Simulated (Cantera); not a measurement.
A diamond (100) surface in a fixed gas of H2 with x(CH4) = 0.026, x(H) = 0.0043, x(CH3) = 2.3e-05, 15000 Pa; coverages are run to steady state.

Computed with Cantera and the Harris–Goodwin 1993 mechanism for the reconstructed diamond (100) surface.

One state of this run: growth (µm/h) = 1.07; θ c6HH = 0.387; θ c6H* = 0.0489; θ c6*H = 0.521; θ c6** = 0.0420; θ c6HM = 0.000143. θ: site fractions in the mechanism's names (c6HH fully hydrogenated, c6H* and c6*H radical sites, c6** diradical, c6HM methylated).

### Question
Which value of T (K) does it belong to?
(A) 1250
(B) 1300
(C) 1050
(D) 1000

### Answer
B, 1300
